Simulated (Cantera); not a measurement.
Charge: 1 mol AlN, 2.2 mol H₂O, equilibrated at 948 K and 1 atm.

These are equilibrium values from Cantera (NASA tables, ideal gas, pure condensed phases), not measurements of a reactor. Candidate condensed phases: Al, AlN, Al₂O₃, H₂O; 35 gas species. Rates play no part.

Base state: H₂ 0.555, H₂O 0.259, N₂ 0.185, NH₃ 0.000151 (mole fractions); condensed: Al₂O₃(s).

Q: What changes in the equilibrium state with this change: AlN replaced by PbO?

A: 
```csv
species,before,after
H₂O,0.259,1.00
H₂,0.555,8.25e-8
N₂,0.185,0
NH₃,0.000151,0
"Al₂O₃(s), mol",0.500,0
"PbO(yellow), mol",0,1.00
```
Further candidate phases: Pb, PbO, PbO₂, Pb₃O₄.
